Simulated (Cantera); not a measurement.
A Cantera script and what it prints.

```python
import numpy as np
import cantera as ct

gas_names = """
    CL CL2 H HCL H2 Si SiCL SiCL2 SiCL3 SiCL4 SiH SiHCL3 SiH2 SiH2CL2 SiH3 SiH3CL SiH4 Si2 Si3
""".split()
cond_names = """
    Si(cr) Si(L)
""".split()


def load(file, names, dense=False):
    # The tables refer to 1 bar. Condensed volumes are neglected.
    table = {s.name: s for s in ct.Species.list_from_file(file)}
    out = []
    for n in names:
        d = dict(table[n].input_data)
        d["thermo"] = dict(d["thermo"], **{"reference-pressure": 1e5})
        if dense:
            d["equation-of-state"] = {"model": "constant-volume", "density": "1e6 g/cm^3"}
        out.append(ct.Species.from_dict(d))
    return out


gas = ct.Solution(thermo="ideal-gas", species=load("nasa_gas.yaml", gas_names))
cond = {s.name: ct.Solution(thermo="fixed-stoichiometry", species=[s], name=s.name)
        for s in load("nasa_condensed.yaml", cond_names, dense=True)}
atoms = {
    'SiCl4': {'Si': 1, 'CL': 4},
    'HCl': {'H': 1, 'CL': 1},
    'H2': {'H': 2},
}
top_T = {}  # K; cautious upper limits of use, not melting points


def equilibrate(T, P, feed):
    n = {}
    for name, mol in feed.items():
        for a, k in atoms[name].items():
            n[a] = n.get(a, 0.0) + k * mol
    gas.TPX = T, P, n
    mass = sum(n.values()) * gas.mean_molecular_weight
    gas.equilibrate("TP")
    valid = [c for c in cond.values() if c.min_temp <= T <= top_T.get(c.name, c.max_temp)]
    mix = ct.Mixture([(gas, mass / gas.mean_molecular_weight)] + [(c, 0.0) for c in valid])
    mix.T, mix.P = T, P
    mix.equilibrate("TP", solver="vcs", rtol=1e-11, max_steps=5000)
    return mix


results = []
feed = {'SiCl4': 1, 'HCl': 0.088, 'H2': 260}  # mol
T = 1023  # K
P = 220  # Pa
mix = equilibrate(T, P, feed)
results.append((T, P, feed, dict(zip(mix.species_names, mix.species_moles))))
print(gas.report(threshold=0.001))
for i in range(1, mix.n_phases):
    print(f"{mix.phase(i).name:16s} {mix.phase_moles(i):12.5e} mol")
```

Result:

```
       temperature   1023 K
          pressure   220 Pa
           density   6.6555e-05 kg/m^3
  mean mol. weight   2.5732 kg/kmol
   phase of matter   gas

                          1 kg             1 kmol
                     ---------------   ---------------
          enthalpy        7.7309e+06        1.9893e+07  J
   internal energy        4.4254e+06        1.1387e+07  J
           entropy             85261        2.1939e+05  J/K
    Gibbs function       -7.9491e+07       -2.0454e+08  J
 heat capacity c_p             11786             30327  J/K
 heat capacity c_v            8554.5             22012  J/K

                      mass frac. Y      mole frac. X     chem. pot. / RT
                     ---------------   ---------------   ---------------
               HCL           0.19451          0.013728           -45.596
                H2           0.77218           0.98559           -23.696
     [  +17 minor]          0.033315        0.00068222

Si(cr)            8.21277e-01 mol
```

Equilibrium computed with Cantera from the NASA thermochemical tables; the gas is ideal and each condensed phase is pure. The tables' values for SiCl3 are old estimates; treat these amounts as uncertain.
